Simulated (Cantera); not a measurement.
Feed: 1 mol Cu₂O, 0.3 mol H₂, equilibrated at 1425 K and 1.60 bar.

Equilibrium computed with Cantera from the NASA thermochemical tables; the gas is ideal and each condensed phase is pure. Candidate condensed phases: Cu, CuO, Cu(OH)₂, Cu₂O, H₂O; 12 gas species. Mutual solubility and eutectic melting of coexisting phases are not modelled. The numbers say what is thermodynamically allowed, not how fast it happens.

Question: What is the equilibrium state?

Answer: x(H₂O): 1.000
x(H₂): 0.000147
x(O₂): 1.25e-5
x(OH): 9.71e-6
x(Cu): 1.36e-6
n(Cu(l)): 0.600 mol
n(Cu₂O(s)): 0.700 mol
gas amount: 0.3000 mol
log10 activity of Cu(OH)₂(s) (absent): -4.71
